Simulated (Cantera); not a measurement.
A Cantera script and what it prints.

```python
import numpy as np
import cantera as ct

gas_names = """
    B BH BH2 BH3 BN BO BO2 B2 B2O B2O2 B2O3 B3O3H3 H HBO HBO2 HNO HNO2 HNO3 HO2 H2 H2O H2O2 H3B3O6 N NH
    NH2 NH3 NH2OH NO NO2 NO3 N2 N2H2 N2H4 N2O O OH O2 O3
""".split()
cond_names = """
    B(b) B(L) BN(s) B2O3(L) B3O3H3(cr) H2O(s) H2O(L)
""".split()


# ... load() reads the species with a 1 bar reference pressure and builds the phases ...
atoms = {
    'borazine': {'B': 3, 'N': 3, 'H': 6},
    'H2O': {'H': 2, 'O': 1},
    'O2': {'O': 2},
}
top_T = {'BN(s)': 3200}  # K; cautious upper limits of use, not melting points


# ... equilibrate(T, P, feed) seeds the gas with the atoms and calls Mixture.equilibrate('TP', solver="vcs", rtol=1e-11, max_steps=5000) ...
results = []
feed = {'borazine': 1, 'H2O': 0.13, 'O2': 0.13}  # mol
T = 1825  # K
for P in [10, 63, 400, 2500, 16000, 100000]:
    mix = equilibrate(T, P, feed)
    results.append((T, P, feed, dict(zip(mix.species_names, mix.species_moles))))

top = {s: max(r[3][s] / sum(r[3][g] for g in gas_names) for r in results) for s in gas_names}
cols = sorted((s for s in top if top[s] > 1e-05), key=lambda s: -top[s])[:8]
seen = [c for c in cond_names if any(r[3].get(c, 0) > 1e-12 for r in results)]
print("log10 of partial pressures in bar; condensed amounts in mol")
print(f"{'P/Pa':>10s}" + "".join(f"{s[:9]:>10s}" for s in cols + seen))
for T, P, feed, n in results:
    ng = sum(n[g] for g in gas_names)
    print(f"{P:10.4g}" + "".join(f"{np.log10(max(n[s] / ng * P / 1e5, 1e-99)):10.3f}" for s in cols)
          + "".join(f"{n.get(c, 0):10.4g}" for c in seen))
```

It prints:

```
log10 of partial pressures in bar; condensed amounts in mol
      P/Pa        H2        N2       HBO         H        BO      B2O2      B2O3      HBO2      B(b)     BN(s)   B2O3(L)
        10    -4.098    -5.173    -5.338    -5.405    -5.406    -6.018    -8.579    -8.771    0.1074     2.501         0
        63    -3.278    -4.466    -4.434    -4.995    -4.912    -5.029    -6.742    -7.019         0     2.611         0
       400    -2.468    -3.669    -3.609    -4.590    -4.492    -4.189    -5.083    -5.375         0     2.621         0
      2500    -1.664    -2.906    -2.878    -4.188    -4.163    -3.532    -3.716    -3.934         0     2.654         0
   1.6e+04    -0.848    -2.159    -2.243    -3.780    -3.936    -3.078    -2.662    -2.699         0     2.703         0
     1e+05    -0.033    -1.407    -1.846    -3.373    -3.946    -3.098    -2.316    -1.936         0      2.74   0.06796
```

Equilibrium computed with Cantera from the NASA thermochemical tables; the gas is ideal and each condensed phase is pure. The feed counts by its element totals alone. Mutual solubility and eutectic melting of coexisting phases are not modelled. The tables' values for BH2 are old estimates; treat these amounts as uncertain.
